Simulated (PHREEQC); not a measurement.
Consider water at 25 °C with 0.066 mol/kgw HF and 0.21 mol/kgw K2HPO4. Closed to the air; pH follows from the charge balance.

The numbers come from PHREEQC with the ion-association model, phreeqc.dat.

No solid was allowed to form.

Question: Predict the pH, density.

Answer: pH 6.97; density 1.027 g/cm³.

Question: In which forms is P present?

Answer: HPO4-2 59 %, H2PO4- 31 %, KHPO4- 9.1 % of the P.

Species that the database lacks are ignored.
